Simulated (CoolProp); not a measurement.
Hexamethyldisiloxane (MM) along the isobar 80.3 bar: density (kg/m³) from the reference equation and from simpler models built on Tc = 518.7 K, pc = 19.31 bar, ω = 0.418; each cubic takes its own stable root.

Computed with CoolProp (reference Helmholtz-energy equation of state, Thol 2016).

```tsv
T (K)	phase	reference	Redlich-Kwong	Soave-Redlich-Kwong	Peng-Robinson
289.5	liquid	779.8	703.1	726.8	815.6
307.6	liquid	762.2	689.7	714.6	802.3
325.6	liquid	744.6	675.9	701.7	788.2
343.7	liquid	726.7	661.5	687.7	772.9
361.7	liquid	708.5	646.6	673.0	756.6
379.8	liquid	690.0	631.2	657.1	738.9
397.8	liquid	671.2	615.3	640.3	720.0
415.9	liquid	651.7	598.8	622.2	699.6
433.9	liquid	631.9	581.9	603.1	677.7
452	liquid	611.3	564.4	582.6	654.1
470	liquid	590.0	546.4	560.8	628.8
488.1	liquid	567.9	527.9	537.7	601.7
```
